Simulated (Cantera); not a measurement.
Feed: 1 mol Si3N4, 0.15 mol N2O, 790 mol N2, equilibrated at 2.20 bar.

Method: chemical equilibrium by Gibbs-energy minimisation in Cantera with the NASA 1993 tables (ideal gas, pure condensed phases). Candidate condensed phases: Si, SiO2, Si2N2O, Si3N4; 16 gas species. The tables' values for SiN are old estimates; treat these amounts as uncertain. The numbers say what is thermodynamically allowed, not how fast it happens. All values below are at 1850 °C.

Base state: N2 1.000, SiO 0.000190, Si 3.77e-5, SiN 1.10e-5 (mole fractions); condensed: Si3N4(s).

What changes in the equilibrium state with this change: N2O from 0.15 to 1.2 mol?


| species | before | after |
|---|---|---|
| N2 | 1.000 | 0.998 |
| SiO | 0.000190 | 0.00151 |
| Si | 3.77e-5 | 3.77e-5 |
| SiN | 1.10e-5 | 1.10e-5 |
| Si3N4(s), mol | 0.934 | 0.584 |
